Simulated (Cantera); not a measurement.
Charge: 1 mol Ta, 11 mol H2O, held at 2198.15 K and 10.0 Torr.

Equilibrium computed with Cantera from the NASA thermochemical tables; the gas is ideal and each condensed phase is pure. Kinetics and transport are ignored.

| species | before | after |
|---|---|---|
| H2O | 0.745 | 0.770 |
| H2 | 0.220 | 0.226 |
| H | 0.0226 | 0.00263 |
| OH | 0.0107 | 0.00125 |
| TaO2 | 4.89e-5 | 6.42e-7 |
| O | 0.000765 | 1.01e-5 |
| O2 | 0.00109 | 1.45e-5 |
| Ta2O5(l), mol | 0.500 | 0.500 |
Gas species are given as mole fractions.

Task: Which change was made?
A) temperature from 2198.15 K to 1298 K
B) temperature from 2198.15 K to 2473.15 K
C) pressure from 10.0 Torr to 0.0120 Torr
D) pressure from 10.0 Torr to 1 atm

Result: D, pressure from 10.0 Torr to 1 atm
